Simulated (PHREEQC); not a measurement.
0.13 g of hydrous ferric oxide (600 m²/g; 0.2 weak and 0.005 strong sites per Fe, Dzombak-Morel constants, diffuse double layer) in 1 kg of water with 0.3 mol/kgw of an inert sodium salt and 1.5e-05 mol/kgw BaCl2 and 4.3e-05 mol/kgw CuCl2, at 25 °C; the pH is set by adding NaOH or the inert anion's acid. Oxygen alone is held at its pressure in air (log pO2 = -0.68). CO2 from the air is kept out. Precipitation was switched off in this run.

The series has 17 steps of pH, from 3 to 9.

Computed with PHREEQC (ion-association model, wateq4f.dat).

### Question
Near which pH is half of the Cu sorbed, and on which side is more sorbed?

### Answer
Near pH 5.4, with more sorbed at higher pH.

### Question
At which pH does the surface charge pass through zero?

### Answer
Near pH 8.4.

The database's constant for dissolved Cu(OH)2 is higher than later reviews accept. The oxide is taken as insoluble; below pH 4 it would dissolve.
